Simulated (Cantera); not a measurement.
What does this Cantera script print?

```python
import numpy as np
import cantera as ct

gas_names = """
    F F2 N NF NF2 NF3 N2 Si SiF SiF2 SiF3 SiF4 SiN Si2 Si2N Si3
""".split()
cond_names = """
    Si(cr) Si(L) Si3N4(a)
""".split()


# ... load() reads the species with a 1 bar reference pressure and builds the phases ...
atoms = {
    'SiF4': {'Si': 1, 'F': 4},
    'N2': {'N': 2},
}
top_T = {'Si3N4(a)': 2400}  # K; cautious upper limits of use, not melting points


# ... equilibrate(T, P, feed) seeds the gas with the atoms and calls Mixture.equilibrate('TP', solver="vcs", rtol=1e-11, max_steps=5000) ...
results = []
feed = {'SiF4': 1, 'N2': 41}  # mol
T = 1023.15  # K
P = 133.322  # Pa
mix = equilibrate(T, P, feed)
results.append((T, P, feed, dict(zip(mix.species_names, mix.species_moles))))
x = sorted(zip(gas.X, gas.species_names), reverse=True)
print(f"T = {T:g} K  P = {P:g} Pa  gas = {mix.phase_moles(0):.4g} mol")
print("   x: " + "  ".join(f"{s} {v:.3e}" for v, s in x if v > 0.001))
print("   condensed (mol): " + ("  ".join(f"{mix.phase(i).name} {mix.phase_moles(i):.4g}"
      for i in range(1, mix.n_phases) if mix.phase_moles(i) > 1e-12) or "none"))
```

Output:

```
T = 1023.15 K  P = 133.322 Pa  gas = 42 mol
   x: N2 9.762e-01  SiF4 2.381e-02
   condensed (mol): none
```

Method: chemical equilibrium by Gibbs-energy minimisation in Cantera with the NASA 1993 tables (ideal gas, pure condensed phases).
